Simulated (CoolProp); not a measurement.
Vapour-liquid equilibrium of R13 (1) + propylene (2) at 254.6 K; x and y are mole fractions of (1).

Model: multi-fluid Helmholtz-energy mixture model, Platzer 1990 and Lemmon 2013; pair parameters Bell 2016, in CoolProp. This equation is an older, rougher fit; its heat capacities, sound speeds and derivatives of the liquid may be far off and weren't checked against measurements.

```json
[
 {"x": "0.05", "bubble pressure (bar)": "3.997", "y at the bubble point": "0.218", "dew pressure at overall composition x (bar)": "3.367", "liquid density (mol/L)": "13.51"},
 {"x": "0.15", "bubble pressure (bar)": "5.352", "y at the bubble point": "0.452", "dew pressure at overall composition x (bar)": "3.717", "liquid density (mol/L)": "13.33"},
 {"x": "0.25", "bubble pressure (bar)": "[?]", "y at the bubble point": "0.579", "dew pressure at overall composition x (bar)": "[?]", "liquid density (mol/L)": "13.14"},
 {"x": "0.35", "bubble pressure (bar)": "7.429", "y at the bubble point": "0.662", "dew pressure at overall composition x (bar)": "[?]", "liquid density (mol/L)": "12.95"},
 {"x": "0.45", "bubble pressure (bar)": "8.253", "y at the bubble point": "0.723", "dew pressure at overall composition x (bar)": "5.336", "liquid density (mol/L)": "12.76"},
 {"x": "0.55", "bubble pressure (bar)": "8.992", "y at the bubble point": "0.775", "dew pressure at overall composition x (bar)": "6.189", "liquid density (mol/L)": "12.57"},
 {"x": "0.65", "bubble pressure (bar)": "9.677", "y at the bubble point": "0.821", "dew pressure at overall composition x (bar)": "[?]", "liquid density (mol/L)": "12.39"},
 {"x": "0.75", "bubble pressure (bar)": "10.33", "y at the bubble point": "0.868", "dew pressure at overall composition x (bar)": "8.632", "liquid density (mol/L)": "12.21"},
 {"x": "0.85", "bubble pressure (bar)": "10.97", "y at the bubble point": "0.916", "dew pressure at overall composition x (bar)": "10.09", "liquid density (mol/L)": "12.05"},
 {"x": "0.95", "bubble pressure (bar)": "[?]", "y at the bubble point": "0.970", "dew pressure at overall composition x (bar)": "11.38", "liquid density (mol/L)": "11.91"}
]
```

Q: Complete the blanks.

A: 
- 0.25, bubble pressure (bar): 6.478
- 0.25, dew pressure at overall composition x (bar): 4.143
- 0.35, dew pressure at overall composition x (bar): 4.670
- 0.65, dew pressure at overall composition x (bar): 7.284
- 0.95, bubble pressure (bar): 11.61

No azeotrope shows between x = 0.05 and 0.95.

Pair parameters are fitted to limited data, so mixtures are less certain than the pure fluids.
